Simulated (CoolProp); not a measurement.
p-xylene at several states: Z from the reference equation and from simpler models built on Tc = 343.0 °C, pc = 3.532 MPa, ω = 0.324; each cubic takes its own stable root.

Computed with CoolProp (reference Helmholtz-energy equation of state, Zhou 2012).

```
T (°C)  p (MPa)   phase   reference  van der Waals  Redlich-Kwong  Soave-Redlich-Kwong  Peng-Robinson
------  -------  ------  ----------  -------------  -------------  -------------------  -------------
187.55   0.0135     gas      0.9961         0.9977         0.9971               0.9967         0.9965
42.45      6.68  liquid  (withheld)         0.5530         0.3776           (withheld)     (withheld)
324.45     4.23  liquid      0.1787     (withheld)         0.2299               0.2232     (withheld)
29.45         1  liquid     0.04943     (withheld)        0.05881              0.05724        0.05093
122.15     11.8  liquid      0.4860         0.8127         0.5696           (withheld)         0.4908
136.75     15.6  liquid      0.6259          1.032         0.7292           (withheld)         0.6302
```

Problem. Fill in the missing entries.

Solution. 
- 42.45, reference: 0.3191
- 42.45, Soave-Redlich-Kwong: 0.3680
- 42.45, Peng-Robinson: 0.3276
- 324.45, van der Waals: 0.2886
- 324.45, Peng-Robinson: 0.1996
- 29.45, van der Waals: 0.08719
- 122.15, Soave-Redlich-Kwong: 0.5520
- 136.75, Soave-Redlich-Kwong: 0.7082
